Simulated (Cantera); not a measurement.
Feed: 1 mol Si, 0.0022 mol H2O, 18 mol N2, equilibrated at 1052 °C and 1 atm.

These are equilibrium values from Cantera (NASA tables, ideal gas, pure condensed phases), not measurements of a reactor. Candidate condensed phases: H2O, Si, SiO2, Si2N2O, Si3N4; 35 gas species. N2 is the only nitrogen source here; it is nearly inert below about 1500 K, so the nitride shown seldom forms there in practice. Mutual solubility and eutectic melting of coexisting phases are not modelled. Kinetics and transport are ignored.

Task: What is the equilibrium state?

Result: 
```json
{
 "x(N2)": "1.000",
 "x(H2)": "0.000127",
 "n(Si2N2O(s))": "0.00220 mol",
 "n(Si3N4(s))": "0.332 mol",
 "gas_amount": "17.34 mol",
 "log10 activity of Si(s) (absent)": "-4.02"
}
```
